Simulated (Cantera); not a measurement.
A freely propagating, adiabatic, planar premixed flame of H2 : O2 : N2 = 1 : 0.2 : 0.752 (molar parts), equivalence ratio 2.5, unburnt at 450 K and 3750 Torr; mixture-averaged transport, grid criteria slope 0.08 and curve 0.16, no radiation.

Model: the H2/O2 subset of GRI-Mech 3.0, which has no nitrogen chemistry, integrated in Cantera. The hydrogen kinetics of GRI-Mech 3.0 are dated; newer H2 mechanisms differ, most at raised pressure. Burning velocities carry a grid error of a few per cent, more on coarse grids.

Problem. What does this change do: H2 1 to 1.3 parts?

Solution. 
```
quantity                     before      after
------------------------  ---------  ---------
laminar burning velocity   476 cm/s   363 cm/s
thermal thickness         0.0547 mm  0.0636 mm
peak x(O)                   0.00112   0.000494
peak x(H)                    0.0387     0.0264
peak x(OH)                  0.00170   0.000683
```

Problem. What does this change do: O2 0.2 to 0.15 parts?

Solution. 
```json
[
 {"quantity": "laminar burning velocity", "before": "476 cm/s", "after": "242 cm/s"},
 {"quantity": "thermal thickness", "before": "0.0547 mm", "after": "0.0731 mm"},
 {"quantity": "peak x(O)", "before": "0.00112", "after": "0.000278"},
 {"quantity": "peak x(H)", "before": "0.0387", "after": "0.0167"},
 {"quantity": "peak x(OH)", "before": "0.00170", "after": "0.000373"}
]
```
